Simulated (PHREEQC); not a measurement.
Dissolve 0.024 mol/kgw MgCl2 and 5.3e-05 mol/kgw NaCl at 25 °C. Closed to the air; pH follows from the charge balance.

Equilibrium calculation in PHREEQC: ion-association model, phreeqc.dat.

Q: The ionic strength comes out as 0.0721 mol/kgw. What activity coefficients do Cl-, Na+, Mg+2 get?

A: Cl- 0.79, Na+ 0.80, Mg+2 0.44.

This is a speciation only: nothing precipitates in the calculation.
